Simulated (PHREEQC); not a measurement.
Dissolve 0.012 mol HF, 0.069 mol CsF, 0.075 mol H2SO4 and 0.088 mol KCl per kg of water at 25 °C. Closed to the air; pH follows from the charge balance.

Model: ion-association model, wateq4f.dat, run in PHREEQC.

The ionic strength comes out as 0.226 mol/kgw. What activity coefficients do F-, HSO4-, Cs+, H+, SO4-2 get?

F- 0.70, HSO4- 0.72, Cs+ 0.74, H+ 0.79, SO4-2 0.28.

Precipitation was switched off in this run. wateq4f.dat counts part of the HF as a dimer, H2F2, which phreeqc.dat doesn't know; its constant is uncertain.
